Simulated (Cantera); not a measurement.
An adiabatic, constant-pressure homogeneous reactor starts with CO : H2 : CH4 : O2 : N2 = 1 : 0.053 : 0.44 : 1.65 : 6.22 (molar parts), at 1748 K and 1.00 bar. Integrator tolerance rtol = 1e-08.

Cantera simulation using GRI-Mech 3.0 (53 species, 325 reactions); the numbers are that mechanism's predictions, not measurements.

What does this change do: 0.36 parts CO2 added?


| quantity | before | after |
|---|---|---|
| time of steepest temperature rise | 0.110 ms | 0.115 ms |
| temperature at 1.00 s | 2779 K | 2728 K |
| equilibrium temperature | 2779 K | 2728 K |
| x(CO) at 1.00 s | 0.0616 (gas-phase equilibrium 0.0616) | 0.0640 (gas-phase equilibrium 0.0640) |
| x(H2) at 1.00 s | 0.00762 (gas-phase equilibrium 0.00762) | 0.00612 (gas-phase equilibrium 0.00612) |
| x(CH4) at 1.00 s | <1e-12 (gas-phase equilibrium <1e-12) | <1e-12 (gas-phase equilibrium <1e-12) |
| x(CH2CO) at 1.00 s | <1e-12 (gas-phase equilibrium <1e-12) | <1e-12 (gas-phase equilibrium <1e-12) |
| x(NO) at 1.00 s | 0.0152 (gas-phase equilibrium 0.0152) | 0.0140 (gas-phase equilibrium 0.0140) |

What does this change do: initial temperature 1748 to 998 K?


| quantity | before | after |
|---|---|---|
| time of steepest temperature rise | 0.110 ms | 88.9 ms |
| temperature at 1.00 s | 2779 K | 2506 K |
| equilibrium temperature | 2779 K | 2506 K |
| x(CO) at 1.00 s | 0.0616 (gas-phase equilibrium 0.0616) | 0.0273 (gas-phase equilibrium 0.0273) |
| x(H2) at 1.00 s | 0.00762 (gas-phase equilibrium 0.00762) | 0.00316 (gas-phase equilibrium 0.00316) |
| x(CH4) at 1.00 s | <1e-12 (gas-phase equilibrium <1e-12) | <1e-12 (gas-phase equilibrium <1e-12) |
| x(CH2CO) at 1.00 s | <1e-12 (gas-phase equilibrium <1e-12) | <1e-12 (gas-phase equilibrium <1e-12) |
| x(NO) at 1.00 s | 0.0152 (gas-phase equilibrium 0.0152) | 0.00882 (gas-phase equilibrium 0.00882) |
Below about 1000 K GRI-Mech 3.0 lacks low-temperature oxidation paths.
